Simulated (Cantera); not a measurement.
Charge: 1 mol C2H2, 1.2 mol CO2, 0.83 mol N2, equilibrated at 1298.15 K and 0.460 bar.

Equilibrium computed with Cantera from the NASA thermochemical tables; the gas is ideal and each condensed phase is pure. Candidate condensed phases: C, C6H6, C7H8, C8H18, H2O; 136 gas species. The numbers say what is thermodynamically allowed, not how fast it happens.

Base state: CO 0.566, H2 0.236, N2 0.196, CO2 0.000780, H2O 0.000570, CH4 0.000204, HCN 4.38e-5 (mole fractions); condensed: C(graphite).

Q: What changes in the equilibrium state with this change: C2H2 replaced by C6H6?

A: 
```tsv
species	before	after
H2	0.236	0.480
CO	0.566	0.384
N2	0.196	0.133
CH4	0.000204	0.000843
CO2	0.000780	0.000360
C(graphite), mol	0.805	4.80
```
